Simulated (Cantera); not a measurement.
An adiabatic, constant-pressure homogeneous reactor starts with CH₄ : O₂ : N₂ = 1 : 2.02 : 7.6 (molar parts), at 1175 K and 1950 Torr. Integrator tolerance rtol = 1e-08.

Cantera simulation using GRI-Mech 3.0 (53 species, 325 reactions); the numbers are that mechanism's predictions, not measurements.

Question: What does this change do: pressure from 1950 Torr to 760 Torr?

Answer: 
```csv
quantity,before,after
time of steepest temperature rise,27.1 ms,65.1 ms
temperature at 0.300 s,2662 K,2609 K
equilibrium temperature,2662 K,2609 K
x(CH₄) at 0.300 s,<1e-12 (gas-phase equilibrium <1e-12),<1e-12 (gas-phase equilibrium <1e-12)
x(O₂) at 0.300 s,0.0141 (gas-phase equilibrium 0.0141),0.0161 (gas-phase equilibrium 0.0161)
x(C₂H₂) at 0.300 s,<1e-12 (gas-phase equilibrium <1e-12),<1e-12 (gas-phase equilibrium <1e-12)
x(H₂O) at 0.300 s,0.165 (gas-phase equilibrium 0.165),0.161 (gas-phase equilibrium 0.161)
x(NO) at 0.300 s,0.00732 (gas-phase equilibrium 0.00732),0.00718 (gas-phase equilibrium 0.00718)
x(HCN) at 0.300 s,8.43e-10 (gas-phase equilibrium 8.43e-10),4.67e-10 (gas-phase equilibrium 4.67e-10)
```

Question: What does this change do: N2 7.6 to 14 parts?

Answer: 
```tsv
quantity	before	after
time of steepest temperature rise	27.1 ms	48.8 ms
temperature at 0.300 s	2662 K	2318 K
equilibrium temperature	2662 K	2318 K
x(CH₄) at 0.300 s	<1e-12 (gas-phase equilibrium <1e-12)	<1e-12 (gas-phase equilibrium <1e-12)
x(O₂) at 0.300 s	0.0141 (gas-phase equilibrium 0.0141)	0.00399 (gas-phase equilibrium 0.00399)
x(C₂H₂) at 0.300 s	<1e-12 (gas-phase equilibrium <1e-12)	<1e-12 (gas-phase equilibrium <1e-12)
x(H₂O) at 0.300 s	0.165 (gas-phase equilibrium 0.165)	0.113 (gas-phase equilibrium 0.113)
x(NO) at 0.300 s	0.00732 (gas-phase equilibrium 0.00732)	0.00229 (gas-phase equilibrium 0.00229)
x(HCN) at 0.300 s	8.43e-10 (gas-phase equilibrium 8.43e-10)	3.80e-11 (gas-phase equilibrium 3.80e-11)
```
